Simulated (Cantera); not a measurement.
A closed system holds: 1 mol Ti(NMe2)4, 24 mol H2O, 0.79 mol NH3, held at 0.0280 bar.

Cantera equilibrium calculation (NASA polynomials, part measured and part estimated; ideal gas, pure solids and liquids). Candidate condensed phases: C, C6H6, C7H8, C8H18, H2O, Ti, TiC, TiN, TiO, TiO2, Ti2O3, Ti3O5, Ti4O7; 139 gas species. The feed counts by its element totals alone. Kinetics and transport are ignored. All values below are at 902 °C.

Base state: H2 0.532, H2O 0.249, CO 0.123, N2 0.0503, CO2 0.0450 (mole fractions); condensed: TiO2(rutile).

**Question.** What changes in the equilibrium state with this change: Ti(NMe2)4 replaced by Ti(OiPr)4?

**Answer.** 
```
species            before    after
-----------------  ------  -------
H2                  0.532    0.543
H2O                 0.249    0.216
CO                  0.123    0.177
N2                 0.0503  0.00766
CO2                0.0450   0.0552
TiO2(rutile), mol    1.00     1.00
```
